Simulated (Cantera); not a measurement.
Charge: 1 mol borazine, 13 mol NH₃, equilibrated at 0.000250 bar.

Equilibrium computed with Cantera from the NASA thermochemical tables; the gas is ideal and each condensed phase is pure. Candidate condensed phases: B, BN; 15 gas species. The feed counts by its element totals alone. The tables' values for BH₂ are old estimates; treat these amounts as uncertain. Equilibrium is a limit: real reactors are often held back by kinetics, nucleation or transport.

x: gas mole fraction; n: condensed amount in mol.

```
T (K)   x H₂     x H   x N₂      x B     x BH₂  n BN(s)  n B(s)
-----  -----  ------  -----  -------  --------  -------  ------
1748   0.765  0.0126  0.223  7.33e-7   1.14e-5     3.00       0
1823   0.755  0.0238  0.221  7.16e-6   3.95e-5     3.00       0
1898   0.738  0.0425  0.219  5.84e-5  0.000122     2.99       0
1973   0.676       ?  0.253        ?  0.000270        0    2.98
2048   0.638   0.113  0.247  0.00116  0.000391        0    2.95
2123       ?       ?  0.239        ?  0.000531        0    2.86
2198   0.510   0.252  0.226   0.0106  0.000670        0    2.59
2273   0.417   0.343  0.210   0.0288  0.000771        0    1.86
2348   0.309   0.434  0.187   0.0688  0.000739        0       0
2423   0.226   0.533  0.175   0.0649  0.000288        0       0
```

**Question.** What belongs in the gaps?

**Answer.** 
- 1973, x H: 0.0702
- 1973, x B: 0.000338
- 2123, x H₂: 0.584
- 2123, x H: 0.173
- 2123, x B: 0.00366
